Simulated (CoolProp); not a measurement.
Cyclohexane along the isotherm 226.05 °C: Z from the reference equation and from simpler models built on Tc = 280.5 °C, pc = 4081 kPa, ω = 0.209; each cubic takes its own stable root.

Values from CoolProp's reference Helmholtz-energy equation of state, Zhou 2014.

```json
[
 {"p (kPa)": "850", "phase": "gas", "reference": "0.8921"},
 {"p (kPa)": "1700", "phase": "gas", "reference": "0.7507"},
 {"p (kPa)": "2550", "phase": "liquid", "reference": "0.09612"},
 {"p (kPa)": "3400", "phase": "liquid", "reference": "0.1266"},
 {"p (kPa)": "4250", "phase": "liquid", "reference": "0.1565"},
 {"p (kPa)": "5100", "phase": "liquid", "reference": "0.1860"},
 {"p (kPa)": "5950", "phase": "liquid", "reference": "0.2151"},
 {"p (kPa)": "6800", "phase": "liquid", "reference": "0.2439"},
 {"p (kPa)": "7650", "phase": "liquid", "reference": "0.2723"},
 {"p (kPa)": "8500", "phase": "liquid", "reference": "0.3005"},
 {"p (kPa)": "9350", "phase": "liquid", "reference": "0.3285"},
 {"p (kPa)": "10200", "phase": "liquid", "reference": "0.3562"}
]
```

Q: How far does each simpler model (van der Waals, Soave-Redlich-Kwong, Peng-Robinson) lie from the reference over these 12 states: mean and median of the absolute difference, and the worst?

A: 
- van der Waals: mean 87.4 %, median 48.5 %, worst +586.3 % at 226.05 °C and 2550 kPa
- Soave-Redlich-Kwong: mean 9.0 %, median 9.7 %, worst +14.4 % at 226.05 °C and 2550 kPa
- Peng-Robinson: mean 1.9 %, median 1.6 %, worst -3.8 % at 226.05 °C and 10200 kPa

At some of these states van der Waals gives the other phase, because its saturation line lies elsewhere.
